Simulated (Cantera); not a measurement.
## NO annealing gas

An isothermal, constant-pressure homogeneous reactor starts with 67.1 % NO, 32.9 % N2, at 2000 K and 100000 Pa.

Cantera simulation using GRI-Mech 3.0 (53 species, 325 reactions); the numbers are that mechanism's predictions, not measurements.

```tsv
t (s)	x NO	x O2	x N2	x N2O	x NO2	x O
1.00e-5	0.671	2.29e-8	0.329	5.17e-6	1.20e-6	4.09e-6
5.55e-5	0.671	5.42e-7	0.329	2.72e-5	1.81e-5	1.26e-5
0.000308	0.671	2.41e-5	0.329	0.000114	0.000131	4.45e-5
0.00171	0.669	0.000716	0.330	0.000208	0.000264	7.95e-5
0.00949	0.660	0.00528	0.334	0.000205	0.000307	9.19e-5
0.0527	0.611	0.0298	0.359	0.000172	0.000448	0.000139
0.292	0.404	0.133	0.462	7.18e-5	0.000562	0.000254
1.62	0.0806	0.295	0.624	3.10e-6	0.000165	0.000367
9.01	0.00994	0.330	0.659	4.62e-7	2.15e-5	0.000387
50.0	0.00883	0.331	0.660	4.54e-7	1.91e-5	0.000387
```
x: mole fraction; the columns are a selection and need not sum to one.

Equilibrium at this temperature and pressure: NO 0.00883, O2 0.331, N2 0.660, N2O 4.54e-7, NO2 1.91e-5, O 0.000387 (gas phase only).
